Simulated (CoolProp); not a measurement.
Vapour-liquid equilibrium of cyclohexane (1) + m-xylene (2) at 66.4 kPa; x and y are mole fractions of (1).

The numbers come from the multi-fluid Helmholtz-energy mixture model, Zhou 2014 and Zhou 2012; pair parameters Bell 2016 in CoolProp.

**Question.** Give the bubble temperature and the first vapour's composition at x = 0.2, 0.35, 0.95. Is there an azeotrope?

**Answer.** x = 0.2: 99.8 °C, y = 0.617; x = 0.35: 89.2 °C, y = 0.778; x = 0.95: 68.5 °C, y = 0.989. No azeotrope shows between x = 0.05 and 0.95.

The pair parameters rest on a limited set of measurements; away from them the model extrapolates.
